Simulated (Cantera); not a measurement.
A closed system holds: 1 mol Si3N4, 0.19 mol CO2, 800 mol H2, held at 0.0690 bar.

Method: chemical equilibrium by Gibbs-energy minimisation in Cantera with the NASA 1993 tables (ideal gas, pure condensed phases). Candidate condensed phases: C, C6H6, C7H8, C8H18, H2O, Si, SiC, SiO2, Si2N2O, Si3N4; 151 gas species. Mutual solubility and eutectic melting of coexisting phases are not modelled. Gases not in the tables: Si2H6 and higher silanes. The numbers say what is thermodynamically allowed, not how fast it happens.

Q: At 1825 K, list the 4 most abundant gas species with their mole fractions, and the condensed phases.

A: H2 0.995, N2 0.00248, H 0.00167, SiO 0.000422. Condensed: Si(l) + SiC(s).
